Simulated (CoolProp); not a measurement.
Ammonia along the isotherm 451.85 °C: density (kg/m³) from the reference equation and from simpler models built on Tc = 132.4 °C, pc = 11360 kPa, ω = 0.256; each cubic takes its own stable root.

Values from CoolProp's reference Helmholtz-energy equation of state, Gao 2020.

```csv
p (kPa),phase,reference
3790,gas,10.83
7580,gas,21.90
11400,supercritical,33.28
15200,supercritical,44.80
18900,supercritical,56.18
22700,supercritical,68.00
26500,supercritical,79.92
30300,supercritical,91.89
34100,supercritical,103.9
37900,supercritical,115.8
41700,supercritical,127.7
45500,supercritical,139.5
49200,supercritical,150.8
53000,supercritical,162.2
56800,supercritical,173.5
```

How far does each simpler model (ideal gas, van der Waals, Redlich-Kwong, Soave-Redlich-Kwong, Peng-Robinson) lie from the reference over these 15 states: mean and median of the absolute difference, and the worst?


- ideal gas: mean 5.9 %, median 6.8 %, worst -7.9 % at 451.85 °C and 45500 kPa
- van der Waals: mean 5.0 %, median 5.2 %, worst +7.5 % at 451.85 °C and 34100 kPa
- Redlich-Kwong: mean 1.6 %, median 1.9 %, worst +2.5 % at 451.85 °C and 30300 kPa
- Soave-Redlich-Kwong: mean 6.0 %, median 6.0 %, worst -11.3 % at 451.85 °C and 56800 kPa
- Peng-Robinson: mean 2.9 %, median 2.6 %, worst -6.7 % at 451.85 °C and 56800 kPa
